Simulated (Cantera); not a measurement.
Standard-state values (1 bar) from the NASA 1993 polynomials, evaluated with Cantera. Values are per mole of reaction as written; species without (g) are pure solids or liquids, kept so even where they would boil at 1 bar.

Q: Between 300 and 2223 K, where is each reaction favourable under standard conditions?
- 6 HF(g) + N2(g) + 3 Ba ⇌ 3 BaF2 + 2 NH3(g)

A: 
- 6 HF(g) + N2(g) + 3 Ba ⇌ 3 BaF2 + 2 NH3(g): ΔG° is -1858 kJ at 300 K and -537 kJ at 2223 K; it stays negative (K > 1). ΔH° is -1873 kJ and ΔS° -601 J/K at 2223 K.
